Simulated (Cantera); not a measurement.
Input: 1 mol Si2H6, 5.6 mol N2O, equilibrated at 600 K and 10.0 Torr.

Cantera equilibrium calculation (NASA polynomials, part measured and part estimated; ideal gas, pure solids and liquids). Candidate condensed phases: H2O, Si, SiO2, Si2N2O, Si3N4; 35 gas species. The feed counts by its element totals alone. Equilibrium is a limit: real reactors are often held back by kinetics, nucleation or transport.

Base state: N2 0.651, H2O 0.186, H2 0.163, NH3 2.94e-5 (mole fractions); condensed: SiO2(α-quartz).

Q: What changes in the equilibrium state with this change: Si2H6 replaced by SiF4?

A: 
```
species               before  after
-------------------  -------  -----
N2                     0.651  0.596
O2                     <1e-9  0.298
SiF4                       0  0.106
H2O                    0.186      0
H2                     0.163      0
NH3                  2.94e-5      0
SiO2(α-quartz), mol     2.00      0
```

Q: What changes in the equilibrium state with this change: Si2H6 replaced by TEOS?

A: 
```tsv
species	before	after
N2	0.651	0.343
H2O	0.186	0.241
H2	0.163	0.234
CO2	0	0.110
CH4	0	0.0687
CO	0	0.00379
NH3	2.94e-5	3.67e-5
SiO2(α-quartz), mol	2.00	1.00
C(graphite), mol	0	5.01
```
Further candidate phases: C, C6H6, C7H8, C8H18, SiC.
